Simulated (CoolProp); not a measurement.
Vapour-liquid equilibrium of dimethyl ether (1) + methanol (2) at 7.4 bar; x and y are mole fractions of (1).

Computed with CoolProp (multi-fluid Helmholtz-energy mixture model, Wu 2011 and de Reuck 1993; pair parameters Bell 2016).

```json
[
 {"x": "0.05", "bubble temperature, mixture model (K)": "383.0", "bubble temperature, Raoult's law (K)": "388.0", "y, mixture model": "0.356", "y, Raoult's law": "0.290"},
 {"x": "0.125", "bubble temperature, mixture model (K)": "363.3", "bubble temperature, Raoult's law (K)": "374.2", "y, mixture model": "0.664", "y, Raoult's law": "0.567"},
 {"x": "0.2", "bubble temperature, mixture model (K)": "349.0", "bubble temperature, Raoult's law (K)": "362.6", "y, mixture model": "0.803", "y, Raoult's law": "0.728"},
 {"x": "0.275", "bubble temperature, mixture model (K)": "339.1", "bubble temperature, Raoult's law (K)": "352.9", "y, mixture model": "0.870", "y, Raoult's law": "0.824"},
 {"x": "0.35", "bubble temperature, mixture model (K)": "332.3", "bubble temperature, Raoult's law (K)": "344.7", "y, mixture model": "0.905", "y, Raoult's law": "0.883"},
 {"x": "0.425", "bubble temperature, mixture model (K)": "327.3", "bubble temperature, Raoult's law (K)": "337.7", "y, mixture model": "0.926", "y, Raoult's law": "0.921"},
 {"x": "0.5", "bubble temperature, mixture model (K)": "323.6", "bubble temperature, Raoult's law (K)": "331.7", "y, mixture model": "0.940", "y, Raoult's law": "0.946"},
 {"x": "0.575", "bubble temperature, mixture model (K)": "320.6", "bubble temperature, Raoult's law (K)": "326.5", "y, mixture model": "0.951", "y, Raoult's law": "0.963"},
 {"x": "0.65", "bubble temperature, mixture model (K)": "317.9", "bubble temperature, Raoult's law (K)": "321.9", "y, mixture model": "0.960", "y, Raoult's law": "0.975"},
 {"x": "0.725", "bubble temperature, mixture model (K)": "315.5", "bubble temperature, Raoult's law (K)": "317.9", "y, mixture model": "0.968", "y, Raoult's law": "0.984"},
 {"x": "0.8", "bubble temperature, mixture model (K)": "313.1", "bubble temperature, Raoult's law (K)": "314.3", "y, mixture model": "0.975", "y, Raoult's law": "0.990"},
 {"x": "0.875", "bubble temperature, mixture model (K)": "310.6", "bubble temperature, Raoult's law (K)": "311.0", "y, mixture model": "0.984", "y, Raoult's law": "0.995"},
 {"x": "0.95", "bubble temperature, mixture model (K)": "308.0", "bubble temperature, Raoult's law (K)": "308.0", "y, mixture model": "0.993", "y, Raoult's law": "0.998"}
]
```

The largest gap from Raoult's law is -13.8 K in bubble temperature, at x = 0.275. No azeotrope shows between x = 0.05 and 0.95.

Pair parameters are fitted to limited data, so mixtures are less certain than the pure fluids.
